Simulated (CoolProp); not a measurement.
50 sccm (0 °C, 1 atm) of nitrogen bubbles through liquid tetrahydrofuran at 304.6 K and leaves saturated at a total pressure of 0.15 MPa (ideal gas phase). Each further row changes one setting.

Computed with CoolProp (reference Helmholtz-energy equation of state, Fiedler 2023).

```csv
case,vapour pressure (kPa),mole fraction of vapour,delivery (mg/min),delivery (sccm),change of delivery for a bath 1 K warmer (%)
as stated,28.5,0.190,37.7,11.7,5.3
bath temperature 309.6 K,35.0,0.233,48.9,15.2,5.4
total pressure 0.3 MPa,28.5,0.0950,16.9,5.25,4.7
```
